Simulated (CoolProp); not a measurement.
Vapour-liquid equilibrium of cyclohexane (1) + m-xylene (2) at 0.344 MPa; x and y are mole fractions of (1).

Values from CoolProp's multi-fluid Helmholtz-energy mixture model, Zhou 2014 and Zhou 2012; pair parameters Bell 2016.

Q: Give the bubble temperature and the first vapour's composition at x = 0.05, 0.35, 0.5. Is there an azeotrope?

A: x = 0.05: 184.8 °C, y = 0.157; x = 0.35: 156.7 °C, y = 0.671; x = 0.5: 147.6 °C, y = 0.788. No azeotrope shows between x = 0.05 and 0.95.

Pair parameters are fitted to limited data, so mixtures are less certain than the pure fluids.
